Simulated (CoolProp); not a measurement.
Properties of ethanol along the isobar 7960 kPa.

Values from CoolProp's reference Helmholtz-energy equation of state, Schroeder 2014.

```csv
T (K),phase,Joule-Thomson coefficient (K/MPa),expansivity (1/kK)
244.2,liquid,-0.4334,0.9880
280.4,liquid,-0.3867,1.011
316.6,liquid,-0.3282,1.086
352.8,liquid,-0.2578,1.250
388.9,liquid,-0.1686,1.557
425.1,liquid,-0.04272,2.104
461.3,liquid,0.1524,2.992
497.5,liquid,0.7037,5.680
533.7,supercritical,8.457,50.13
569.8,supercritical,7.168,7.601
```
